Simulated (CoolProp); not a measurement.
R123 at 293.15 K and 7.64 MPa flows at 0.11 m/s in a round tube of 1 mm bore and 0.25 µm roughness, fully developed (64/Re and Nu = 3.66 if laminar; Colebrook and Gnielinski if turbulent). Each further row changes one setting.

The numbers come from the reference Helmholtz-energy equation of state, Younglove 1994 in CoolProp. It is a modified Benedict-Webb-Rubin equation, recast in Helmholtz form.

```json
[
 {"case": "as stated", "Reynolds number": "338", "Darcy friction factor": "0.189", "pressure drop (Pa/m)": "1710", "heat-transfer coefficient (W/(m² K))": "295", "mass flow (kg/h)": "0.465"},
 {"case": "velocity 0.22 m/s", "Reynolds number": "676", "Darcy friction factor": "0.0946", "pressure drop (Pa/m)": "3430", "heat-transfer coefficient (W/(m² K))": "295", "mass flow (kg/h)": "0.931"},
 {"case": "diameter 2 mm", "Reynolds number": "676", "Darcy friction factor": "0.0946", "pressure drop (Pa/m)": "428", "heat-transfer coefficient (W/(m² K))": "148", "mass flow (kg/h)": "1.86"}
]
```

Viscosity comes from a separate model (Tanaka 1996). Thermal conductivity comes from a separate model (Laesecke 1996).
